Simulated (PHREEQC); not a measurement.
A made-up water analysis in mmol/kgw, 25 °C, pH 6.6, pe 1.8:

| constituent | mmol/kgw |
|---|---|
| Na | 0.104 |
| K | 0.402 |
| Ca | 0.138 |
| Mg | 0.185 |
| Cl | 0.172 |
| S(6) | 0.117 |
| Alkalinity (meq/kgw) | 0.611 |
| Fe(2) | 0.000132 |
| B | 0.000465 |
| Sr | 0.000883 |

Valence states are taken as typed.

Computed with PHREEQC (ion-association model, phreeqc.dat).

This is a speciation only: nothing precipitates in the calculation.

Q: Estimate the specific conductance, charge-balance error.

A: specific conductance 122 µS/cm; charge-balance error 6.4 %.

Q: In which forms is C present?

A: HCO3- 65 %, CO2 35 % of the C.
